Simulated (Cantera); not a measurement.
# Equilibrium for aluminium nitride and oxide growth: AlI3 + NH3 + N2

Charge: 1 mol AlI3, 330 mol NH3, 11 mol N2, equilibrated at 17000 Pa.

Method: chemical equilibrium by Gibbs-energy minimisation in Cantera with the NASA 1993 tables (ideal gas, pure condensed phases). Candidate condensed phases: Al, AlI3, AlN, I2; 19 gas species. Equilibrium is a limit: real reactors are often held back by kinetics, nucleation or transport.

| T (K) | x H2 | x N2 | x H | x I | x HI | x AlI | n AlN(s) |
|---|---|---|---|---|---|---|---|
| 1573 | 0.735 | 0.261 | 8.45e-5 | 0.00237 | 0.00202 | 6.42e-5 | 0.957 |
| 1623 | 0.735 | 0.261 | 0.000144 | 0.00255 | 0.00178 | 0.000128 | 0.914 |
| 1673 | 0.734 | 0.261 | 0.000237 | 0.00267 | 0.00155 | 0.000239 | 0.839 |
| 1723 | 0.734 | 0.261 | 0.000379 | 0.00272 | 0.00132 | 0.000419 | 0.717 |
| 1773 | 0.734 | 0.261 | 0.000591 | 0.00267 | 0.00110 | 0.000687 | 0.534 |
| 1823 | 0.734 | 0.261 | 0.000900 | 0.00252 | 0.000882 | 0.00105 | 0.282 |
| 1873 | 0.733 | 0.261 | 0.00134 | 0.00232 | 0.000697 | 0.00144 | 0 |
| 1923 | 0.733 | 0.261 | 0.00196 | 0.00242 | 0.000630 | 0.00140 | 0 |
| 1973 | 0.732 | 0.261 | 0.00280 | 0.00252 | 0.000574 | 0.00135 | 0 |
| 2023 | 0.731 | 0.261 | 0.00394 | 0.00264 | 0.000528 | 0.00127 | 0 |
| 2073 | 0.729 | 0.260 | 0.00545 | 0.00278 | 0.000491 | 0.00117 | 0 |
| 2123 | 0.728 | 0.260 | 0.00742 | 0.00293 | 0.000460 | 0.00104 | 0 |
x: gas mole fraction; n: condensed amount in mol.

From 1573 K to 1823 K the condensed part is AlN(s). From 1873 K to 2123 K nothing is condensed. The main Al-bearing gas is AlI throughout.
